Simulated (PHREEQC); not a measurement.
A made-up water analysis in mg/kgw, 25 °C, pH 6.31, pe 1.4: Na 2520; K 1630; Ca 388; Mg 474; Cl 6910; S(6) as SO4 842; Alkalinity as HCO3 16.2; F 1.55.

Valence states are taken as typed.

Computed with PHREEQC (ion-association model, phreeqc.dat).

The ionic strength comes out as 0.237 mol/kgw. What activity coefficients do SO4-2, HCO3-, NaSO4-, Ca+2, K+ get?

SO4-2 0.27, HCO3- 0.74, NaSO4- 0.74, Ca+2 0.31, K+ 0.70.

Precipitation was switched off in this run.
